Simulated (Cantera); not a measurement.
A perfectly stirred reactor is fed with C₂H₆ : N₂ = 1 : 1.3 (molar parts), at 0.000345 atm; it is held at 1825 K, and followed from long to short residence time.

Detailed kinetics in Cantera: GRI-Mech 3.0 (53 species, 325 reactions). GRI-Mech 3.0 stops at C3 and has no aromatics, soot or wall deposition, so with more carbon than oxygen in the feed, carbon stays in small species such as C2H2 where larger ones or solid carbon would form. Radical loss at walls, strong at low pressure, is not modelled.

Problem. Predict: x(C₂H₆) at τ = 0.650 s; x(HCN) at τ = 0.650 s; x(H) at τ = 0.650 s; x(CH₃) at τ = 0.650 s; x(C₂H) at τ = 0.650 s; x(C₂H₆) at τ = 22.0 ms; x(HCN) at τ = 22.0 ms; x(H) at τ = 22.0 ms; x(CH₃) at τ = 22.0 ms; x(C₂H) at τ = 22.0 ms.

Solution. 
```
Quantity                 Result
----------------------  -------
x(C₂H₆) at τ = 0.650 s  0.00104
x(HCN) at τ = 0.650 s   1.60e-5
x(H) at τ = 0.650 s     0.00432
x(CH₃) at τ = 0.650 s    0.0147
x(C₂H) at τ = 0.650 s   2.25e-5
x(C₂H₆) at τ = 22.0 ms   0.0290
x(HCN) at τ = 22.0 ms   2.62e-6
x(H) at τ = 22.0 ms     0.00473
x(CH₃) at τ = 22.0 ms    0.0748
x(C₂H) at τ = 22.0 ms   2.20e-5
```
